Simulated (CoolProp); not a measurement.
Dimethyl ether along the isotherm 270.6 K: density (kg/m³) from the reference equation and from simpler models built on Tc = 400.4 K, pc = 5337 kPa, ω = 0.196; each cubic takes its own stable root.

Model: reference Helmholtz-energy equation of state, Wu 2011, in CoolProp.

| p (kPa) | phase | reference |
|---|---|---|
| 158 | gas | 3.376 |
| 383 | liquid | 703.9 |
| 597 | liquid | 704.2 |
| 929 | liquid | 704.7 |
| 1450 | liquid | 705.5 |
| 2250 | liquid | 706.6 |
| 3510 | liquid | 708.4 |
| 5460 | liquid | 711.0 |
| 8510 | liquid | 715.0 |
| 13200 | liquid | 720.8 |
| 20600 | liquid | 729.1 |
| 32100 | liquid | 740.7 |
| 50000 | liquid | 756.3 |

Problem. How far does each simpler model (van der Waals, Peng-Robinson) lie from the reference over these 13 states: mean and median of the absolute difference, and the worst?

Solution. 
- van der Waals: mean 43.8 %, median 37.7 %, worst -98.8 % at 270.6 K and 383 kPa
- Peng-Robinson: mean 3.6 %, median 3.7 %, worst +4.2 % at 270.6 K and 32100 kPa

At some of these states van der Waals gives the other phase, because its saturation line lies elsewhere.
